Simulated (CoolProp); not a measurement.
A closed Brayton cycle with carbon dioxide: compressor inlet 322.15 K and 9.4 MPa, high pressure 30.7 MPa, turbine inlet 715 K, compressor efficiency 0.85, turbine efficiency 0.85, recuperator effectiveness 0 (on enthalpy, no pinch check). Each further row changes one setting.

The numbers come from the reference Helmholtz-energy equation of state, Span 1996 in CoolProp.

| case | thermal efficiency (%) | net work (kJ/kg) | compressor to turbine work | compressor exit (K) | turbine exit (K) |
|---|---|---|---|---|---|
| as stated | 15.4 | 67.8 | 0.44 | 404.5 | 590.8 |
| turbine inlet 665 K | 15.1 | 56.8 | 0.49 | 404.5 | 545.0 |
| compressor inlet 332.15 K | 14.5 | 56.9 | 0.53 | 429.8 | 590.8 |
| high pressure 26.1 MPa | 13.8 | 62.5 | 0.41 | 392.8 | 607.4 |
| recuperator effectiveness 0.5 | 20.5 | 67.8 | 0.44 | 404.5 | 590.8 |
